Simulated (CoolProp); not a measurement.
Vapour-liquid equilibrium of R134a (1) + R152A (2) at 486 kPa; x and y are mole fractions of (1).

Model: multi-fluid Helmholtz-energy mixture model, Tillner-Roth 1994 and Outcalt 1996; pair parameters Lemmon 2004, in CoolProp.

| x | bubble temperature (K) | y at the bubble point | dew temperature at overall composition x (K) | liquid density (mol/L) |
|---|---|---|---|---|
| 0.05 | 291.4 | 0.051 | 291.4 | 13.76 |
| 0.125 | 291.3 | 0.128 | 291.3 | 13.59 |
| 0.2 | 291.2 | 0.207 | 291.2 | 13.44 |
| 0.275 | 291.1 | 0.286 | 291.1 | 13.29 |
| 0.35 | 290.9 | 0.366 | 290.9 | 13.15 |
| 0.425 | 290.7 | 0.445 | 290.7 | 13.02 |
| 0.5 | 290.4 | 0.523 | 290.5 | 12.89 |
| 0.575 | 290.1 | 0.600 | 290.2 | 12.77 |
| 0.65 | 289.8 | 0.676 | 289.9 | 12.65 |
| 0.725 | 289.5 | 0.750 | 289.6 | 12.55 |
| 0.8 | 289.1 | 0.822 | 289.2 | 12.44 |
| 0.875 | 288.7 | 0.891 | 288.8 | 12.34 |
| 0.95 | 288.3 | 0.957 | 288.3 | 12.25 |

No azeotrope shows between x = 0.05 and 0.95.

The pair parameters rest on a limited set of measurements; away from them the model extrapolates.
